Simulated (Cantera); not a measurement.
What does this Cantera script print?

```python
import numpy as np
import cantera as ct

gas_names = """
    Br Br2 H HBr H2 Si SiBr SiBr2 SiBr3 SiBr4 SiH SiHBr3 SiH2 SiH2Br2 SiH3 SiH3Br SiH4 Si2 Si3
""".split()
cond_names = """
    Br2(cr) Br2(L) Si(cr) Si(L)
""".split()


def load(file, names, dense=False):
    # The tables refer to 1 bar. Condensed volumes are neglected.
    table = {s.name: s for s in ct.Species.list_from_file(file)}
    out = []
    for n in names:
        d = dict(table[n].input_data)
        d["thermo"] = dict(d["thermo"], **{"reference-pressure": 1e5})
        if dense:
            d["equation-of-state"] = {"model": "constant-volume", "density": "1e6 g/cm^3"}
        out.append(ct.Species.from_dict(d))
    return out


gas = ct.Solution(thermo="ideal-gas", species=load("nasa_gas.yaml", gas_names))
cond = {s.name: ct.Solution(thermo="fixed-stoichiometry", species=[s], name=s.name)
        for s in load("nasa_condensed.yaml", cond_names, dense=True)}
atoms = {
    'Si': {'Si': 1},
    'Br2': {'Br': 2},
    'H2': {'H': 2},
}
top_T = {}  # K; cautious upper limits of use, not melting points


def equilibrate(T, P, feed):
    n = {}
    for name, mol in feed.items():
        for a, k in atoms[name].items():
            n[a] = n.get(a, 0.0) + k * mol
    gas.TPX = T, P, n
    mass = sum(n.values()) * gas.mean_molecular_weight
    gas.equilibrate("TP")
    valid = [c for c in cond.values() if c.min_temp <= T <= top_T.get(c.name, c.max_temp)]
    mix = ct.Mixture([(gas, mass / gas.mean_molecular_weight)] + [(c, 0.0) for c in valid])
    mix.T, mix.P = T, P
    mix.equilibrate("TP", solver="vcs", rtol=1e-11, max_steps=5000)
    return mix


results = []
feed = {'Si': 1, 'Br2': 3.9, 'H2': 34}  # mol
P = 61  # Pa
for T in [675, 775, 875, 975, 1075, 1175, 1275, 1375]:
    mix = equilibrate(T, P, feed)
    results.append((T, P, feed, dict(zip(mix.species_names, mix.species_moles))))

top = {s: max(r[3][s] / sum(r[3][g] for g in gas_names) for r in results) for s in gas_names}
cols = sorted((s for s in top if top[s] > 0.001), key=lambda s: -top[s])[:7]
seen = [c for c in cond_names if any(r[3].get(c, 0) > 1e-12 for r in results)]
print("log10 of partial pressures in bar; condensed amounts in mol")
print(f"{'T/K':>10s}" + "".join(f"{s[:9]:>10s}" for s in cols + seen))
for T, P, feed, n in results:
    ng = sum(n[g] for g in gas_names)
    print(f"{T:10.4g}" + "".join(f"{np.log10(max(n[s] / ng * P / 1e5, 1e-99)):10.3f}" for s in cols)
          + "".join(f"{n.get(c, 0):10.4g}" for c in seen))
```

Output:

```
log10 of partial pressures in bar; condensed amounts in mol
       T/K        H2       HBr     SiBr4     SiBr2        Br
       675    -3.275    -4.202    -4.782   -12.278   -11.782
       775    -3.275    -4.202    -4.783    -9.452   -10.276
       875    -3.275    -4.200    -4.788    -7.293    -9.109
       975    -3.279    -4.173    -4.859    -5.707    -8.152
      1075    -3.292    -4.078    -5.313    -4.977    -7.292
      1175    -3.299    -4.038    -6.215    -4.821    -6.618
      1275    -3.300    -4.035    -7.149    -4.800    -6.081
      1375    -3.300    -4.042    -7.977    -4.797    -5.631
```

Equilibrium computed with Cantera from the NASA thermochemical tables; the gas is ideal and each condensed phase is pure. The tables' values for SiBr3, SiBr are old estimates; treat these amounts as uncertain.
